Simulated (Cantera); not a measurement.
Input: 1 mol Cu2O, 460 mol H2, 2.3 mol N2, equilibrated at 2630 Torr.

Equilibrium computed with Cantera from the NASA thermochemical tables; the gas is ideal and each condensed phase is pure. Candidate condensed phases: Cu, CuO, Cu(OH)2, Cu2O, H2O; 27 gas species. Kinetics and transport are ignored.

log p: log10 of the partial pressure in bar; n: condensed amount in mol.

```
T (°C)  log p H2  log p N2  log p H2O  log p Cu  log p H  n Cu(s)  n Cu(l)
------  --------  --------  ---------  --------  -------  -------  -------
552         0.54     -1.78      -2.12      <-11   -10.83     2.00        0
652         0.54     -1.77      -2.12      <-11    -9.31     2.00        0
752         0.54     -1.76      -2.12    -10.38    -8.09     2.00        0
852         0.54     -1.76      -2.12     -8.87    -7.08     2.00        0
952         0.54     -1.76      -2.12       [?]      [?]     2.00        0
1052        0.54     -1.76      -2.12     -6.55    -5.52     2.00        0
1152        0.54     -1.76      -2.12     -5.66    -4.90        0     2.00
1252        0.54     -1.76      -2.12     -4.91    -4.36        0     2.00
1352        0.54     -1.76      -2.12     -4.24    -3.88        0     1.99
1452        0.54     -1.76      -2.12     -3.66    -3.46        0     1.97
1552        0.54     -1.76      -2.12       [?]      [?]        0     1.90
1652        0.54     -1.76      -2.12     -2.68    -2.75        0     1.72
1752        0.54     -1.76      -2.12     -2.27    -2.45        0     1.28
```

Task: Fill in the missing entries.

Result: 
- 1552, log p Cu: -3.14
- 1552, log p H: -3.09
- 952, log p Cu: -7.62
- 952, log p H: -6.24
